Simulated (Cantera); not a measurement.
**Moist CO burnout**

An isothermal, constant-pressure homogeneous reactor starts with CO : O2 : H2O : N2 = 0.0028 : 0.036 : 0.0003 : 1 (molar parts), equivalence ratio 0.039, at 1500 K and 100000 Pa.

Computed with Cantera and GRI-Mech 3.0 (53 species, 325 reactions).

```
t (s)         x CO    x O2     x H2O      x NO     x N2O      x H2
--------  --------  ------  --------  --------  --------  --------
4.00e-5    0.00269  0.0346  0.000289    <1e-12    <1e-12    <1e-12
0.000145   0.00269  0.0346  0.000289    <1e-12  4.07e-12    <1e-12
0.000523   0.00269  0.0346  0.000289    <1e-12  4.32e-11  2.99e-11
0.00189    0.00269  0.0346  0.000289  1.31e-11   1.05e-9   1.99e-9
0.00684    0.00200  0.0341  0.000255   6.79e-8   6.98e-7   1.62e-6
0.0247    0.000160  0.0333  0.000271   2.52e-6   2.04e-6   5.52e-7
0.0894     8.51e-6  0.0333  0.000284   3.38e-6   8.73e-7   4.82e-8
0.323      3.91e-7  0.0333  0.000287   3.48e-6   9.76e-8   6.92e-9
1.17       7.62e-8  0.0333  0.000288   3.50e-6   3.75e-8   3.07e-9
4.23       7.27e-8  0.0333  0.000288   3.56e-6   3.66e-8   3.00e-9
15.3       7.27e-8  0.0333  0.000288   3.76e-6   3.66e-8   3.00e-9
55.3       7.27e-8  0.0333  0.000288   4.47e-6   3.66e-8   3.00e-9
200        7.27e-8  0.0333  0.000288   7.06e-6   3.66e-8   3.00e-9
```
x: mole fraction; the columns are a selection and need not sum to one.

Equilibrium at this temperature and pressure: CO 7.31e-8, O2 0.0331, H2O 0.000288, NO 0.000540, N2O 3.66e-8, H2 3.01e-9 (gas phase only).
